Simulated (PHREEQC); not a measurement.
Dissolve 0.5 mol/kgw CaCl2 and 0.1 mol/kgw H3BO3 at 25 °C. Closed to the air; pH follows from the charge balance.

Model: Pitzer model, pitzer.dat, run in PHREEQC.

### Question
The ionic strength comes out as 1.50 mol/kgw. What activity coefficients do H+, CaB(OH)4+, B3O3(OH)4-, B(OH)4-, Cl- get?

### Answer
H+ 0.98, CaB(OH)4+ 0.70, B3O3(OH)4- 0.35, B(OH)4- 0.25, Cl- 0.58. Single-ion values are on the MacInnes scale.

This is a speciation only: nothing precipitates in the calculation. In brines, pH and single-ion activities rest on the MacInnes convention.
